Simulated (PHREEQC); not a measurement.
Dissolve 0.033 mol/kgw CdSO4, 0.2 mol/kgw NaCl and 0.00024 mol/kgw H2SO4 at 60 °C. It is in equilibrium with CO2 at log p = -3.4 (atm). Otherwise closed; pH follows from the charge balance.

Equilibrium calculation in PHREEQC: ion-association model, phreeqc.dat.

| Quantity | Value |
|---|---|
| pH | 3.81 |
| ionic strength | 0.248 mol/kgw |
| activity of water | 0.993 |
| density | 0.997 g/cm³ |
| total alkalinity | -0.480 meq/kg |

| species | molality | activity | log γ |
|---|---|---|---|
| Na+ | 0.193 | 0.140 | -0.142 |
| Cl- | 0.165 | 0.113 | -0.165 |
| SO4-2 | 0.0231 | 0.00577 | -0.603 |
| CdCl+ | 0.0185 | 0.0134 | -0.141 |
| NaSO4- | 0.00683 | 0.00492 | -0.143 |
| CdCl2 | 0.00667 | 0.00706 | 0.025 |
| Cd+2 | 0.00411 | 0.00112 | -0.563 |
| CdSO4 | 0.00214 | 0.00226 | 0.025 |
| CdCl3- | 0.00111 | 0.000805 | -0.141 |
| Cd(SO4)2-2 | 0.000432 | 0.000118 | -0.563 |
| HSO4- | 0.000282 | 0.000204 | -0.141 |
| H+ | 0.000198 | 0.000154 | -0.109 |
| CO2 | 6.18e-6 | 6.55e-6 | 0.025 |
| CdOHCl | 6.56e-8 | 6.94e-8 | 0.025 |
| HCO3- | 3.00e-8 | 2.16e-8 | -0.143 |

This is a speciation only: nothing precipitates in the calculation. Species that the database lacks are ignored. At this temperature some constants are extrapolated from 25 °C, and those without enthalpy data are left unchanged.
